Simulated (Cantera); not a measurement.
A closed system holds: 1 mol CH3Cl, 4.6 mol H2, held at 3450 K and 10.0 mbar.

These are equilibrium values from Cantera (NASA tables, ideal gas, pure condensed phases), not measurements of a reactor. Candidate condensed phases: C, C6H6, C7H8, C8H18; 91 gas species. Kinetics and transport are ignored.

Base state: H 0.850, Cl 0.0710, C 0.0340, H2 0.0261, C3 0.00853, C2 0.00581, HCl 0.00328, C2H 0.00130 (mole fractions); condensed: gas only.

**Question.** What changes in the equilibrium state with this change: temperature from 3450 K to 1025 K?

**Answer.** 
| species | before | after |
|---|---|---|
| H2 | 0.0261 | 0.848 |
| HCl | 0.00328 | 0.152 |
| CH4 | <1e-9 | 0.000528 |
| H | 0.850 | 4.01e-8 |
| C | 0.0340 | <1e-9 |
| Cl | 0.0710 | 6.61e-9 |
| C3 | 0.00853 | <1e-9 |
| C2 | 0.00581 | <1e-9 |
| C(graphite), mol | 0 | 0.997 |

**Question.** What changes in the equilibrium state with this change: temperature from 3450 K to 3100 K?

**Answer.** 
| species | before | after |
|---|---|---|
| H | 0.850 | 0.753 |
| H2 | 0.0261 | 0.125 |
| Cl | 0.0710 | 0.0679 |
| C | 0.0340 | 0.00750 |
| HCl | 0.00328 | 0.0167 |
| C3 | 0.00853 | 0.0179 |
| C4H2 | 2.84e-7 | 4.30e-5 |
| C2H2 (acetylene) | 0.000133 | 0.00360 |
| C2HCl | 5.81e-7 | 1.20e-5 |

**Question.** What changes in the equilibrium state with this change: H2 from 4.6 to 0.21 mol?

**Answer.** 
```
species   before     after
-------  -------  --------
H          0.850     0.665
Cl        0.0710     0.200
C         0.0340    0.0557
C3       0.00853    0.0375
C2       0.00581    0.0156
H2        0.0261    0.0160
C5       1.35e-5  0.000160
C4       1.45e-5  0.000105
CCl      5.27e-6   2.43e-5
HCl      0.00328   0.00721
C2H      0.00130   0.00273
```
The tables' values for CCl are old estimates; treat these amounts as uncertain.
